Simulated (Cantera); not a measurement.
Feed: 1 mol Si, 0.16 mol H2O, 130 mol N2, equilibrated at 1550 °C and 81.0 Pa.

Method: chemical equilibrium by Gibbs-energy minimisation in Cantera with the NASA 1993 tables (ideal gas, pure condensed phases). Candidate condensed phases: H2O, Si, SiO2, Si2N2O, Si3N4; 35 gas species. The tables' values for SiN are old estimates; treat these amounts as uncertain. The numbers say what is thermodynamically allowed, not how fast it happens.

Base state: N2 0.992, Si 0.00546, SiO 0.00122, H2 0.000980, H 0.000476, Si2N 0.000100, SiN 6.40e-5, Si2 3.53e-5 (mole fractions); condensed: Si(l).

**Question.** What changes in the equilibrium state with this change: temperature from 1550 °C to 1777 °C?

**Answer.** 
```tsv
species	before	after
N2	0.992	0.990
Si	0.00546	0.00634
H	0.000476	0.00161
Si2N	0.000100	3.47e-6
Si2	3.53e-5	4.91e-6
H2	0.000980	0.000410
SiN	6.40e-5	4.16e-5
SiO	0.00122	0.00122
Si(l), mol	0.0767	0
```

**Question.** What changes in the equilibrium state with this change: pressure from 81.0 Pa to 1 atm?

**Answer.** 
```tsv
species	before	after
N2	0.992	0.999
H2	0.000980	0.00123
SiO	0.00122	0.000108
Si	0.00546	2.36e-7
Si2	3.53e-5	<1e-9
Si2N	0.000100	8.36e-9
SiN	6.40e-5	9.84e-8
H	0.000476	1.51e-5
Si(l), mol	0.0767	0
Si2N2O(s), mol	0	0.146
Si3N4(s), mol	0	0.231
```
Mutual solubility and eutectic melting of coexisting phases are not modelled.
